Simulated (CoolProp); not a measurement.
Aqueous calcium chloride as a coolant, 26 % by mass, freezing at -32.0 °C, 1 atm.

The numbers come from the Melinder's fits for secondary coolants in CoolProp.

| T (°C) | conductivity (W/(m K)) | density (kg/m³) | cp (kJ/(kg K)) | Prandtl number |
|---|---|---|---|---|
| -15.4 | 0.516 | 1253 | 2.789 | 38.1 |
| -10.8 | 0.523 | 1252 | 2.803 | 32.2 |
| -6.1 | 0.530 | 1250 | 2.818 | 27.5 |
| -1.5 | 0.536 | 1248 | 2.832 | 23.8 |
| 3.1 | 0.543 | 1246 | 2.846 | 20.8 |
| 7.7 | 0.549 | 1245 | 2.859 | 18.3 |
| 12.4 | 0.556 | 1243 | 2.872 | 16.2 |
| 17 | 0.562 | 1241 | 2.884 | 14.5 |
| 21.6 | 0.568 | 1238 | 2.896 | 13.1 |
| 26.2 | 0.575 | 1236 | 2.907 | 11.8 |
| 30.9 | 0.582 | 1233 | 2.919 | 10.7 |
| 35.5 | 0.588 | 1230 | 2.929 | 9.76 |
